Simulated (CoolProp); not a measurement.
Properties of CH3F (R41) along the isobar 4.94 MPa.

Computed with CoolProp (reference Helmholtz-energy equation of state, Lemmon 2006). It is a short technical equation, of lower accuracy than the large ones.

```tsv
T (K)	phase	density (kg/m³)	cp (kJ/(kg K))	isothermal compressibility (1/MPa)	expansivity (1/kK)
185	liquid	907.1	2.045	0.001275	2.158
209	liquid	858.3	2.073	0.001798	2.468
233	liquid	804.7	2.146	0.002695	2.945
257	liquid	743.2	2.295	0.004474	3.763
281	liquid	666.9	2.622	0.009159	5.542
305	liquid	544.9	4.205	0.04322	15.04
329	gas	95.16	2.609	0.3482	11.85
353	gas	76.80	1.946	0.2793	7.012
377	gas	66.50	1.733	0.2529	5.205
401	gas	59.44	1.647	0.2385	4.229
425	gas	54.14	1.616	0.2295	3.607
```
